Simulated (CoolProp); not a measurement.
Values from CoolProp's reference Helmholtz-energy equation of state, Lemmon 2006. It is a short technical equation, of lower accuracy than the large ones.

Q: For carbon monoxide, give the phase and the density (kg/m³) at 182.8 K and 6610 kPa.

A: 
- 182.8 K and 6610 kPa: supercritical; density 156
